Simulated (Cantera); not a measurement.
A Cantera script and what it prints.

```python
import numpy as np
import cantera as ct

gas_names = """
    C CO CO2 C2 C2O C3 C3O2 C4 C5 Fe FeC5O5 FeO O O2 O3
""".split()
cond_names = """
    C(gr) Fe(a) Fe(c) Fe(d) Fe(L) FeC5O5(L) FeO(s) FeO(L) Fe2O3(s) Fe3O4(s)
""".split()


# ... load() reads the species with a 1 bar reference pressure and builds the phases ...
atoms = {
    'Fe2O3': {'Fe': 2, 'O': 3},
    'C': {'C': 1},
    'CO': {'C': 1, 'O': 1},
}
top_T = {'C(gr)': 4500, 'Fe2O3(s)': 1830, 'Fe3O4(s)': 1870}  # K; cautious upper limits of use, not melting points


# ... equilibrate(T, P, feed) seeds the gas with the atoms and calls Mixture.equilibrate('TP', solver="vcs", rtol=1e-11, max_steps=5000) ...
results = []
feed = {'Fe2O3': 1, 'C': 0.42, 'CO': 0.45}  # mol
P = 100000  # Pa
for T in [1125, 1225, 1325, 1425, 1525, 1625, 1725, 1825]:
    mix = equilibrate(T, P, feed)
    results.append((T, P, feed, dict(zip(mix.species_names, mix.species_moles))))

top = {s: max(r[3][s] / sum(r[3][g] for g in gas_names) for r in results) for s in gas_names}
cols = sorted((s for s in top if top[s] > 0.001), key=lambda s: -top[s])[:7]
seen = [c for c in cond_names if any(r[3].get(c, 0) > 1e-12 for r in results)]
print("log10 of partial pressures in bar; condensed amounts in mol")
print(f"{'T/K':>10s}" + "".join(f"{s[:9]:>10s}" for s in cols + seen))
for T, P, feed, n in results:
    ng = sum(n[g] for g in gas_names)
    print(f"{T:10.4g}" + "".join(f"{np.log10(max(n[s] / ng * P / 1e5, 1e-99)):10.3f}" for s in cols)
          + "".join(f"{n.get(c, 0):10.4g}" for c in seen))
```

Output:

```
log10 of partial pressures in bar; condensed amounts in mol
       T/K       CO2        CO    FeO(s)    FeO(L)
      1125    -0.176    -0.477         2         0
      1225    -0.176    -0.477         2         0
      1325    -0.176    -0.477         2         0
      1425    -0.176    -0.477         2         0
      1525    -0.176    -0.477         2         0
      1625    -0.176    -0.477         2         0
      1725    -0.176    -0.477         0         2
      1825    -0.176    -0.477         0         2
```

Equilibrium computed with Cantera from the NASA thermochemical tables; the gas is ideal and each condensed phase is pure. The tables' stoichiometric FeO is somewhat more stable than real wüstite, so its field is too wide. FeO: taken at fixed stoichiometry.
